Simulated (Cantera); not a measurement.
A closed system holds: 1 mol SiH₄, a varied amount of CO₂, at 777 °C and 0.100 bar.

Method: chemical equilibrium by Gibbs-energy minimisation in Cantera with the NASA 1993 tables (ideal gas, pure condensed phases). Candidate condensed phases: C, C₆H₆, C₇H₈, C₈H₁₈, H₂O, Si, SiC, SiO₂; 123 gas species. Equilibrium is a limit: real reactors are often held back by kinetics, nucleation or transport.

**Question.** At 14 mol CO₂, list the 4 most abundant gas species with their mole fractions, and the condensed phases.

**Answer.** CO₂ 0.660, CO 0.215, H₂O 0.0903, H₂ 0.0347. Condensed: SiO₂(β-quartz).
